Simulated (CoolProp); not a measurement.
Ethanol along the isotherm 286.05 °C: density (kg/m³) from the reference equation and from simpler models built on Tc = 241.6 °C, pc = 62.68 bar, ω = 0.644; each cubic takes its own stable root.

The numbers come from the reference Helmholtz-energy equation of state, Schroeder 2014 in CoolProp.

| p (bar) | phase | reference |
|---|---|---|
| 31.3 | gas | 34.79 |
| 62.7 | supercritical | 82.91 |
| 94 | supercritical | 174.4 |
| 125 | supercritical | 326.9 |
| 157 | supercritical | 405.8 |
| 188 | supercritical | 446.9 |
| 219 | supercritical | 474.3 |
| 251 | supercritical | 495.3 |
| 282 | supercritical | 511.5 |
| 313 | supercritical | 525.1 |

**Question.** How far does each simpler model (ideal gas, van der Waals) lie from the reference over these 10 states: mean and median of the absolute difference, and the worst?

**Answer.** 
- ideal gas: mean 45.5 %, median 48.2 %, worst -62.1 % at 286.05 °C and 125 bar
- van der Waals: mean 24.0 %, median 28.1 %, worst -32.5 % at 286.05 °C and 313 bar
